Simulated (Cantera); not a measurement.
What does this Cantera script print?

```python
import numpy as np
import cantera as ct

gas_names = """
    Fe FeO Fe(OH)2 H HO2 H2 H2O H2O2 H2S H2SO4 O OH O2 O3 S SH SO SO2 SO3 S2 S2O S8
""".split()
cond_names = """
    Fe(a) Fe(c) Fe(d) Fe(L) FeO(s) FeO(L) Fe(OH)2(s) Fe(OH)3(s) FeS(a) FeS(b) FeS(c) FeS(L) FeSO4(s)
    FeS2(s) Fe2O3(s) Fe2S3O12(s) Fe3O4(s) H2O(s) H2O(L) H2SO4(L) S(cr1) S(cr2) S(L)
""".split()


# ... load() reads the species with a 1 bar reference pressure and builds the phases ...
atoms = {
    'FeS': {'Fe': 1, 'S': 1},
    'SO2': {'S': 1, 'O': 2},
    'H2O': {'H': 2, 'O': 1},
    'SO3': {'S': 1, 'O': 3},
}
top_T = {'FeSO4(s)': 950, 'FeS2(s)': 1010, 'Fe2O3(s)': 1830, 'Fe2S3O12(s)': 1100, 'Fe3O4(s)': 1870}  # K; cautious upper limits of use, not melting points


# ... equilibrate(T, P, feed) seeds the gas with the atoms and calls Mixture.equilibrate('TP', solver="vcs", rtol=1e-11, max_steps=5000) ...
results = []
feed = {'FeS': 1, 'SO2': 0.91, 'H2O': 6.9, 'SO3': 1.2}  # mol
T = 1448  # K
P = 480000  # Pa
mix = equilibrate(T, P, feed)
results.append((T, P, feed, dict(zip(mix.species_names, mix.species_moles))))
print(gas.report(threshold=0.0001))
for i in range(1, mix.n_phases):
    print(f"{mix.phase(i).name:16s} {mix.phase_moles(i):12.5e} mol")
```

Output:

```
       temperature   1448 K
          pressure   4.8e+05 Pa
           density   1.2184 kg/m^3
  mean mol. weight   30.56 kg/kmol
   phase of matter   gas

                          1 kg             1 kmol
                     ---------------   ---------------
          enthalpy       -6.1375e+06       -1.8756e+08  J
   internal energy       -6.5315e+06        -1.996e+08  J
           entropy            8585.1        2.6236e+05  J/K
    Gibbs function       -1.8569e+07       -5.6746e+08  J
 heat capacity c_p            1599.8             48890  J/K
 heat capacity c_v            1327.7             40576  J/K

                      mass frac. Y      mole frac. X     chem. pot. / RT
                     ---------------   ---------------   ---------------
                H2         0.0009476          0.014364           -21.175
               H2O           0.40872           0.69334           -45.031
               H2S           0.02609          0.023398           -32.293
                SH        0.00026744        0.00024715           -21.705
                SO         0.0012543        0.00079756           -34.974
               SO2           0.50455            0.2407            -58.83
                S2          0.052133          0.024847           -22.236
               S2O         0.0060206         0.0022964           -46.092
     [  +14 minor]        2.2027e-05        9.5251e-06

Fe(c)             0.00000e+00 mol
FeO(s)            0.00000e+00 mol
Fe(OH)2(s)        0.00000e+00 mol
Fe(OH)3(s)        0.00000e+00 mol
FeS(c)            9.57519e-02 mol
Fe2O3(s)          0.00000e+00 mol
Fe3O4(s)          3.01396e-01 mol
S(L)              0.00000e+00 mol
```

Method: chemical equilibrium by Gibbs-energy minimisation in Cantera with the NASA 1993 tables (ideal gas, pure condensed phases). Mutual solubility and eutectic melting of coexisting phases are not modelled. FeS: taken at fixed stoichiometry.
